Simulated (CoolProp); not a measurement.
Vapour-liquid equilibrium of methanol (1) + ethanol (2) at 462.7 K; x and y are mole fractions of (1).

The numbers come from the multi-fluid Helmholtz-energy mixture model, de Reuck 1993 and Schroeder 2014; pair parameters Bell 2016 in CoolProp.

Give the bubble pressure and the first vapour's composition at x = 0.65, 0.75, 0.85. Is there an azeotrope?

x = 0.65: 29.51 bar, y = 0.693; x = 0.75: 30.41 bar, y = 0.786; x = 0.85: 31.38 bar, y = 0.875. No azeotrope shows between x = 0.05 and 0.95.

The pair parameters rest on a limited set of measurements; away from them the model extrapolates.
